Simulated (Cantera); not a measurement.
Charge: 1 mol SiCl₄, 2.2 mol Cl₂, 0.77 mol H₂, equilibrated at 1550 K and 4280 Torr.

Method: chemical equilibrium by Gibbs-energy minimisation in Cantera with the NASA 1993 tables (ideal gas, pure condensed phases). Candidate condensed phases: Si; 19 gas species. The tables' values for SiCl₃ are old estimates; treat these amounts as uncertain. Equilibrium is a limit: real reactors are often held back by kinetics, nucleation or transport.

Base state: HCl 0.384, Cl₂ 0.347, SiCl₄ 0.249, Cl 0.0200, SiCl₃ 1.08e-5 (mole fractions); condensed: gas only.

**Question.** What changes in the equilibrium state with this change: H₂ from 0.77 to 1.4 mol?

**Answer.** 
```csv
species,before,after
HCl,0.384,0.604
SiCl₄,0.249,0.216
Cl₂,0.347,0.166
Cl,0.0200,0.0138
SiCl₃,1.08e-5,1.36e-5
```
